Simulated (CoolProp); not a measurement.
R1336mzz(E) at 293.15 K and 0.113 MPa is compressed adiabatically to 0.729 MPa with isentropic efficiency 0.8. Each further row changes one setting.

Values from CoolProp's reference Helmholtz-energy equation of state, Akasaka 2023.

```
case             work (kJ/kg)  final temperature (K)                       final phase  final density (kg/m³)
---------------  ------------  ---------------------  --------------------------------  ---------------------
as stated                32.9                  344.3                               gas                   52.0
efficiency 1             26.3                  342.5  two-phase, vapour fraction 0.959                   54.7
efficiency 0.65          40.5                  352.1                               gas                   49.7
```
